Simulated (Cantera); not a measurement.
Charge: 1 mol TiCl4, 28 mol H2O, 140 mol H2, equilibrated at 1775 °C and 1.90 mbar.

Method: chemical equilibrium by Gibbs-energy minimisation in Cantera with the NASA 1993 tables (ideal gas, pure condensed phases). Candidate condensed phases: H2O, Ti, TiCl2, TiCl3, TiCl4, TiO, TiO2, Ti2O3, Ti3O5, Ti4O7; 23 gas species. Condensed phases not in the tables: Magnéli phases beyond Ti4O7. Rates play no part.

Base state: H2 0.781, H2O 0.150, H 0.0454, HCl 0.0220, Cl 0.000948, OH 0.000948, TiO2 0.000197, O 3.98e-5 (mole fractions); condensed: Ti4O7(l).

What changes in the equilibrium state with this change: temperature from 1775 °C to 1677 °C?


```json
[
 {"species": "H2", "before": "0.781", "after": "0.801"},
 {"species": "H2O", "before": "0.150", "after": "0.152"},
 {"species": "H", "before": "0.0454", "after": "0.0235"},
 {"species": "HCl", "before": "0.0220", "after": "0.0227"},
 {"species": "TiO2", "before": "0.000197", "after": "4.31e-5"},
 {"species": "TiO", "before": "1.62e-5", "after": "2.60e-6"},
 {"species": "O", "before": "3.98e-5", "after": "8.84e-6"},
 {"species": "Ti4O7(l), mol", "before": "0.241", "after": "0.248"}
]
```

What changes in the equilibrium state with this change: pressure from 1.90 mbar to 10.0 mbar?


| species | before | after |
|---|---|---|
| H2 | 0.781 | 0.804 |
| H2O | 0.150 | 0.152 |
| HCl | 0.0220 | 0.0229 |
| H | 0.0454 | 0.0201 |
| TiO2 | 0.000197 | 3.73e-5 |
| O | 3.98e-5 | 7.47e-6 |
| TiO | 1.62e-5 | 3.10e-6 |
| Ti4O7(l), mol | 0.241 | 0.248 |
